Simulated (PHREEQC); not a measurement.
Consider water at 25 °C with 0.061 mol/kgw H2SO4, 3.8e-05 mol/kgw FeSO4 and 0.0036 mol/kgw MgSO4. Closed to the air; pH follows from the charge balance.

Equilibrium calculation in PHREEQC: ion-association model, phreeqc.dat.

Problem. The ionic strength comes out as 0.0982 mol/kgw. What activity coefficients do FeHSO4+, H+, SO4-2, Mg+2, HSO4- get?

Solution. FeHSO4+ 0.78, H+ 0.83, SO4-2 0.37, Mg+2 0.41, HSO4- 0.78.

This is a speciation only: nothing precipitates in the calculation.
